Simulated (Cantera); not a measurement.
Adiabatic ignition

An adiabatic, constant-volume homogeneous reactor starts with CH4 : C2H6 : C3H8 : O2 : N2 = 1 : 0.092 : 0.083 : 5.3 : 19.9 (molar parts), at 1125 K and 10.0 bar.

Model: GRI-Mech 3.0 (53 species, 325 reactions), integrated in Cantera.

| t (s) | T (K) | P (bar) | x CH4 | x C2H6 | x C3H8 | x C2H2 | x HCO |
|---|---|---|---|---|---|---|---|
| 6.00e-6 | 1125 | 10.0 | 0.0379 | 0.00349 | 0.00315 | <1e-12 | <1e-12 |
| 2.00e-5 | 1125 | 10.00 | 0.0379 | 0.00349 | 0.00315 | <1e-12 | <1e-12 |
| 6.65e-5 | 1125 | 10.00 | 0.0379 | 0.00349 | 0.00315 | <1e-12 | <1e-12 |
| 0.000221 | 1125 | 10.0 | 0.0379 | 0.00349 | 0.00315 | 2.17e-12 | <1e-12 |
| 0.000736 | 1125 | 10.0 | 0.0379 | 0.00348 | 0.00313 | 4.67e-10 | 1.15e-11 |
| 0.00245 | 1153 | 10.3 | 0.0359 | 0.00287 | 0.00243 | 1.36e-6 | 1.58e-8 |
| 0.00815 | 2445 | 21.9 | <1e-12 | <1e-12 | <1e-12 | <1e-12 | 2.59e-10 |
| 0.0271 | 2438 | 21.8 | <1e-12 | <1e-12 | <1e-12 | <1e-12 | 2.43e-10 |
| 0.0903 | 2438 | 21.8 | <1e-12 | <1e-12 | <1e-12 | <1e-12 | 2.42e-10 |
| 0.300 | 2438 | 21.8 | <1e-12 | <1e-12 | <1e-12 | <1e-12 | 2.42e-10 |
| 1.00 | 2438 | 21.8 | <1e-12 | <1e-12 | <1e-12 | <1e-12 | 2.42e-10 |
x: mole fraction; the columns are a selection and need not sum to one.

```
Item                                                               Value
---------------------------------  -------------------------------------
time of steepest temperature rise                                2.77 ms
temperature at 1.00 s                                             2438 K
equilibrium temperature                                           2438 K
x(CH4) at 1.00 s                   <1e-12 (gas-phase equilibrium <1e-12)
x(C2H6) at 1.00 s                  <1e-12 (gas-phase equilibrium <1e-12)
x(C3H8) at 1.00 s                  <1e-12 (gas-phase equilibrium <1e-12)
```
